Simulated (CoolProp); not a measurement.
Methanol along the isobar 3.08 MPa: fugacity coefficient from the reference equation and from simpler models built on Tc = 240.2 °C, pc = 8.216 MPa, ω = 0.565; each cubic takes its own stable root.

Computed with CoolProp (reference Helmholtz-energy equation of state, de Reuck 1993).

```tsv
T (°C)	phase	reference
35.95	liquid	0.009799
60.95	liquid	0.02888
85.95	liquid	0.07127
110.95	liquid	0.1523
135.95	liquid	0.2891
160.95	liquid	0.4963
210.95	gas	0.8394
235.95	gas	0.8743
260.95	gas	0.8983
285.95	gas	0.9152
310.95	gas	0.9272
```

**Question.** How far does each simpler model (van der Waals, Redlich-Kwong, Soave-Redlich-Kwong) lie from the reference over these 11 states: mean and median of the absolute difference, and the worst?

**Answer.** 
- van der Waals: mean 411.5 %, median 68.0 %, worst +2284.9 % at 35.95 °C and 3.08 MPa
- Redlich-Kwong: mean 121.2 %, median 56.3 %, worst +498.7 % at 35.95 °C and 3.08 MPa
- Soave-Redlich-Kwong: mean 3.4 %, median 1.8 %, worst -9.7 % at 35.95 °C and 3.08 MPa

At some of these states van der Waals gives the other phase, because its saturation line lies elsewhere.
